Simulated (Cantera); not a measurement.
A closed system holds: 1 mol Ti(OiPr)₄, 0.11 mol C₃H₈, at 40.0 Pa.

Cantera equilibrium calculation (NASA polynomials, part measured and part estimated; ideal gas, pure solids and liquids). Candidate condensed phases: C, C₆H₆, C₇H₈, C₈H₁₈, H₂O, Ti, TiC, TiO, TiO₂, Ti₂O₃, Ti₃O₅, Ti₄O₇; 113 gas species. The feed counts by its element totals alone. TiC: taken at fixed stoichiometry. Rates play no part.

x: gas mole fraction; n: condensed amount in mol.

```csv
T (°C),x H₂,x CO,x H,x C₂H₂ (acetylene),x CH₄,n C(graphite),n Ti₃O₅(s),n TiC(s)
775,0.861,0.139,3.58e-7,(withheld),1.73e-5,10.00,0.333,0
850,0.783,0.217,1.88e-6,(withheld),7.20e-6,7.33,0,1.00
925,0.783,0.217,8.41e-6,(withheld),3.93e-6,7.33,0,1.00
1000,0.783,0.217,3.16e-5,(withheld),2.30e-6,7.33,0,1.00
1075,0.783,0.217,0.000102,(withheld),1.43e-6,7.33,0,1.00
1150,0.783,0.217,0.000294,(withheld),9.34e-7,7.33,0,1.00
1225,0.782,0.217,0.000760,(withheld),6.35e-7,7.33,0,1.00
1300,0.781,0.217,0.00180,(withheld),4.48e-7,7.33,0,1.00
1375,0.780,0.216,0.00393,(withheld),3.26e-7,7.33,0,1.00
1450,0.776,0.216,0.00803,(withheld),2.42e-7,7.33,0,1.00
1525,0.769,0.215,0.0154,(withheld),1.83e-7,7.33,0,1.00
1600,0.758,0.214,0.0281,(withheld),1.40e-7,7.32,0,1.000
1675,0.739,0.212,0.0486,(withheld),1.07e-7,7.31,0,1.000
```

Problem. What belongs in the gaps?

Solution. 
- 775, x C₂H₂ (acetylene): 3.39e-9
- 850, x C₂H₂ (acetylene): 1.72e-8
- 925, x C₂H₂ (acetylene): 7.75e-8
- 1000, x C₂H₂ (acetylene): 2.91e-7
- 1075, x C₂H₂ (acetylene): 9.42e-7
- 1150, x C₂H₂ (acetylene): 2.69e-6
- 1225, x C₂H₂ (acetylene): 6.89e-6
- 1300, x C₂H₂ (acetylene): 1.61e-5
- 1375, x C₂H₂ (acetylene): 3.49e-5
- 1450, x C₂H₂ (acetylene): 7.02e-5
- 1525, x C₂H₂ (acetylene): 0.000133
- 1600, x C₂H₂ (acetylene): 0.000236
- 1675, x C₂H₂ (acetylene): 0.000398
